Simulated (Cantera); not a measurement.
Input (Python, Cantera) and output of one run.

```python
import numpy as np
import cantera as ct

gas_names = """
    C CO CO2 C2 C2O C3 C3O2 C4 C5 O O2 O3 Ti TiO TiO2
""".split()
cond_names = """
    C(gr) Ti(a) Ti(b) Ti(L) TiC(s) TiC(L) TiO(a) TiO(b) TiO(L) TiO2(ru) TiO2(L) Ti2O3(a) Ti2O3(b)
    Ti2O3(L) Ti3O5(a) Ti3O5(b) Ti3O5(L) Ti4O7(s) Ti4O7(L)
""".split()


# ... load() reads the species with a 1 bar reference pressure and builds the phases ...
atoms = {
    'TiO2': {'Ti': 1, 'O': 2},
    'C': {'C': 1},
    'CO': {'C': 1, 'O': 1},
}
top_T = {'C(gr)': 4500}  # K; cautious upper limits of use, not melting points


# ... equilibrate(T, P, feed) seeds the gas with the atoms and calls Mixture.equilibrate('TP', solver="vcs", rtol=1e-11, max_steps=5000) ...
results = []
feed = {'TiO2': 1, 'C': 2.2, 'CO': 1.6}  # mol
T = 1925  # K
for P in [10, 100, 1000, 10000, 100000, 1000000]:
    mix = equilibrate(T, P, feed)
    results.append((T, P, feed, dict(zip(mix.species_names, mix.species_moles))))

top = {s: max(r[3][s] / sum(r[3][g] for g in gas_names) for r in results) for s in gas_names}
cols = sorted((s for s in top if top[s] > 0.001), key=lambda s: -top[s])[:7]
seen = [c for c in cond_names if any(r[3].get(c, 0) > 1e-12 for r in results)]
print("log10 of partial pressures in bar; condensed amounts in mol")
print(f"{'P/Pa':>10s}" + "".join(f"{s[:9]:>10s}" for s in cols + seen))
for T, P, feed, n in results:
    ng = sum(n[g] for g in gas_names)
    print(f"{P:10.4g}" + "".join(f"{np.log10(max(n[s] / ng * P / 1e5, 1e-99)):10.3f}" for s in cols)
          + "".join(f"{n.get(c, 0):10.4g}" for c in seen))
```

It prints:

```
log10 of partial pressures in bar; condensed amounts in mol
      P/Pa        CO       TiO        Ti    TiC(s)    TiO(b)  Ti2O3(b)  Ti3O5(b)
        10    -4.002    -6.714    -6.771    0.5973     0.391         0         0
       100    -3.000    -6.714    -7.272    0.5999    0.3993         0         0
      1000    -2.000    -6.714    -7.772    0.6001    0.3999         0         0
     1e+04    -1.000    -6.878    -8.354    0.6801         0    0.1599         0
     1e+05    -0.000    -7.078    -8.954    0.6803         0    0.1598         0
     1e+06     1.000    -7.278    -9.554    0.7007         0         0   0.09976
```

Method: chemical equilibrium by Gibbs-energy minimisation in Cantera with the NASA 1993 tables (ideal gas, pure condensed phases). Mutual solubility and eutectic melting of coexisting phases are not modelled. TiC, TiO: taken at fixed stoichiometry. Condensed phases not in the tables: solid solutions among these carbides, nitrides and lower oxides.
